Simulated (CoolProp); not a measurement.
Vapour-liquid equilibrium of n-butane (1) + cyclohexane (2) at 335.3 K; x and y are mole fractions of (1).

Computed with CoolProp (multi-fluid Helmholtz-energy mixture model, Bücker 2006 and Zhou 2014; pair parameters Bell 2016).

```
x     bubble pressure, mixture model (kPa)  bubble pressure, Raoult's law (kPa)  y, mixture model  y, Raoult's law
----  ------------------------------------  -----------------------------------  ----------------  ---------------
0.05                                 77.88                                86.75             0.312            0.388
0.2                                  157.5                                179.2             0.708            0.750
0.35                                 250.4                                271.7             0.848            0.866
0.5                                  347.9                                364.2             0.913            0.923
0.65                                 444.5                                456.7             0.950            0.957
0.8                                  539.4                                549.2             0.974            0.980
0.95                                 637.4                                641.6             0.994            0.996
```

The largest gap from Raoult's law is -12.1 % in bubble pressure, at x = 0.2. No azeotrope shows between x = 0.05 and 0.95.

The pair parameters rest on a limited set of measurements; away from them the model extrapolates.
